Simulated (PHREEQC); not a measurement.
# Reverse-osmosis reject: speciation

A made-up water analysis in mg/kgw, 20 °C, pH 6.38, pe 10.6:

```json
[
 {"constituent": "Na", "mg/kgw": "1630"},
 {"constituent": "K", "mg/kgw": "1.04"},
 {"constituent": "Ca", "mg/kgw": "75.1"},
 {"constituent": "Mg", "mg/kgw": "72"},
 {"constituent": "Cl", "mg/kgw": "2020"},
 {"constituent": "S(6) as SO4", "mg/kgw": "1100"},
 {"constituent": "Alkalinity as HCO3", "mg/kgw": "87.9"},
 {"constituent": "N(5) as NO3", "mg/kgw": "27.1"},
 {"constituent": "B", "mg/kgw": "0.457"},
 {"constituent": "Br", "mg/kgw": "19.6"},
 {"constituent": "Cu(2)", "mg/kgw": "58.7"}
]
```

Valence states are taken as typed.

Computed with PHREEQC (ion-association model, wateq4f.dat).

Each row changes one thing in this solution. No solid was allowed to form.

| case | ionic strength (mol/kgw) | SO4-2 (mol/kgw) | Mg+2 (mol/kgw) | Ca+2 (mol/kgw) | NaSO4- (mol/kgw) | HCO3- (mol/kgw) | SI of Cu(OH)2 (Cu(OH)2) | SI of Gypsum (CaSO4:2H2O) |
|---|---|---|---|---|---|---|---|---|
| as made | 0.0915 | 0.00907 | 0.00228 | 0.00148 | 0.00118 | 0.00102 | +0.24 | -1.10 |
| pH from 6.38 to 7.38 at the same alkalinity | 0.0906 | 0.00915 | 0.00228 | 0.00148 | 0.00119 | 8.87e-5 | +1.61 | -1.09 |
| Cl from 2020 to 4040 mg/kgw | 0.121 | 0.00928 | 0.00235 | 0.00152 | 0.00110 | 0.00104 | +0.21 | -1.15 |
| temperature from 20 to 75 °C at the same typed pH | 0.0883 | 0.00831 | 0.00166 | 0.00142 | 0.00133 | 0.000764 | +1.58 | -1.10 |
| B from 0.457 to 0.229 mg/kgw | 0.0915 | 0.00907 | 0.00228 | 0.00148 | 0.00118 | 0.00102 | +0.24 | -1.10 |

Complexes and solids missing from the database can't appear. Some of these states are supersaturated (in Malachite, Atacamite, Brochantite, for instance). At this temperature some constants are extrapolated from 25 °C, and those without enthalpy data are left unchanged. The database's constant for dissolved Cu(OH)2 is higher than later reviews accept.
